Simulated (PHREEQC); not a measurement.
# Metal-bearing waste water

Make-up at 65 °C: 0.011 mol Al2(SO4)3, 0.00065 mol CaCl2, 0.1 mol HCl and 0.0006 mol Na2SO4 per kg of water. Closed to the air; pH follows from the charge balance.

Equilibrium calculation in PHREEQC: ion-association model, phreeqc.dat.

No solid was allowed to form.

Q: Predict the pH, ionic strength, density.

A: pH 1.20; ionic strength 0.169 mol/kgw; density 0.986 g/cm³.

Q: In which forms is Al present?

A: Al+3 55 %, AlSO4+ 42 %, Al(SO4)2- 1.4 %, AlHSO4+2 1.0 % of the Al.

Constants without temperature data keep their 25 °C values here.
